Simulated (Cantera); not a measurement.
Input (Python, Cantera):

```python
import numpy as np
import cantera as ct

gas = ct.Solution("gri30.yaml")
gas.TPX = 450, 101325, {'CH4': 1, 'C2H6': 0.037, 'C3H8': 0.066, 'O2': 1.45, 'N2': 7.09}
inlet = ct.Reservoir(gas, clone=True)
gas.equilibrate("HP")  # start burning
reactor = ct.IdealGasConstPressureReactor(gas, energy="on", clone=False)
exhaust = ct.Reservoir(gas, clone=True)
tau = [0.039, 0.022, 0.013, 0.0073, 0.0042, 0.0024, 0.0014, 0.00078, 0.00045, 0.00026, 0.00015, 8.4e-05, 4.8e-05][0]
for a, b in ((inlet, reactor), (reactor, exhaust)):
    ct.MassFlowController(a, b, mdot=lambda t: reactor.mass / tau)
net = ct.ReactorNet([reactor])
show = ['CH4', 'C2H6', 'C3H8', 'H2', 'C2H']

rows = []
print(f"{'tau/s':>10s}{'T/K':>9s}" + "".join(f"{s:>11s}" for s in show))
for tau in [0.039, 0.022, 0.013, 0.0073, 0.0042, 0.0024, 0.0014, 0.00078, 0.00045, 0.00026, 0.00015, 8.4e-05, 4.8e-05]:
    net.initial_time = 0.0
    net.advance(30 * tau)
    before = gas.X
    net.advance(40 * tau)
    drift = np.max(np.abs(gas.X - before) / (gas.X + 1e-9))
    rows.append([gas.T, *gas[show].X, drift])
    print(f"{tau:10.3e}{gas.T:9.1f}" + "".join(f"{x:11.3e}" for x in gas[show].X))
```

It prints:

```
     tau/s      T/K        CH4       C2H6       C3H8         H2        C2H
 3.900e-02   1724.0  7.949e-03  3.638e-05  1.984e-06  6.377e-02  1.063e-07
 2.200e-02   1714.2  8.558e-03  5.739e-05  3.473e-06  6.195e-02  1.230e-07
 1.300e-02   1699.6  9.331e-03  8.971e-05  6.000e-06  6.030e-02  1.312e-07
 7.300e-03   1671.6  1.075e-02  1.580e-04  1.188e-05  5.826e-02  1.220e-07
 4.200e-03   1603.4  1.450e-02  3.669e-04  3.233e-05  5.495e-02  6.678e-08
 2.400e-03    450.0  1.037e-01  3.837e-03  6.844e-03 -1.388e-15 -2.802e-49
 1.400e-03    450.0  1.037e-01  3.837e-03  6.844e-03  9.214e-20 -8.028e-60
 7.800e-04    450.0  1.037e-01  3.837e-03  6.844e-03  5.820e-21  1.246e-57
 4.500e-04    450.0  1.037e-01  3.837e-03  6.844e-03  3.676e-22  4.504e-59
 2.600e-04    450.0  1.037e-01  3.837e-03  6.844e-03  2.322e-23  1.671e-60
 1.500e-04    450.0  1.037e-01  3.837e-03  6.844e-03  1.467e-24  6.077e-62
 8.400e-05    450.0  1.037e-01  3.837e-03  6.844e-03  9.266e-26  2.223e-63
 4.800e-05    450.0  1.037e-01  3.837e-03  6.844e-03  5.853e-27  7.737e-65
```

Model: GRI-Mech 3.0 (53 species, 325 reactions), integrated in Cantera.
